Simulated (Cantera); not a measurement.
# Thermodynamics of boron, boron nitride and boron oxide, feed B2O3 + O2 + N2

A closed system holds: 1 mol B2O3, 0.17 mol O2, 7.8 mol N2.

Equilibrium computed with Cantera from the NASA thermochemical tables; the gas is ideal and each condensed phase is pure. Candidate condensed phases: B, BN, B2O3; 17 gas species. The numbers say what is thermodynamically allowed, not how fast it happens.

Problem. Map the stable condensed phases over T = 1450, 1525, 1600, 1675, 1750, 1825, 1900, 1975, 2050 K and P in Pa = 10, 46, 220, 1000, 4600, 22000, 100000.

Solution. 
```
T in K \ P in Pa
             10     46    220   1000   4600  22000 100000
   2050       A      A      A      A      A      A      B
   1975       A      A      A      A      A      A      B
   1900       A      A      A      A      A      B      B
   1825       A      A      A      A      B      B      B
   1750       A      A      A      A      B      B      B
   1675       A      A      A      B      B      B      B
   1600       A      A      B      B      B      B      B
   1525       A      B      B      B      B      B      B
   1450       B      B      B      B      B      B      B
```
A: gas only; B: B2O3.
